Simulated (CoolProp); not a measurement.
A closed Brayton cycle with carbon dioxide: compressor inlet 332.15 K and 8.4 MPa, high pressure 16.4 MPa, turbine inlet 700 K, compressor efficiency 0.8, turbine efficiency 0.85, recuperator effectiveness 0.9 (on enthalpy, no pinch check). Each further row changes one setting.

Computed with CoolProp (reference Helmholtz-energy equation of state, Span 1996).

| case | thermal efficiency (%) | net work (kJ/kg) | compressor to turbine work | compressor exit (K) | turbine exit (K) |
|---|---|---|---|---|---|
| as stated | 22.1 | 33.5 | 0.53 | 391.3 | 630.2 |
| turbine inlet 650 K | 19.6 | 27.5 | 0.57 | 391.3 | 582.8 |
| compressor inlet 342.15 K | 20.5 | 29.4 | 0.58 | 404.6 | 630.2 |
| high pressure 13.9 MPa | 20.8 | 26.9 | 0.50 | 376.2 | 647.3 |
| recuperator effectiveness 0.5 | 12.8 | 33.5 | 0.53 | 391.3 | 630.2 |
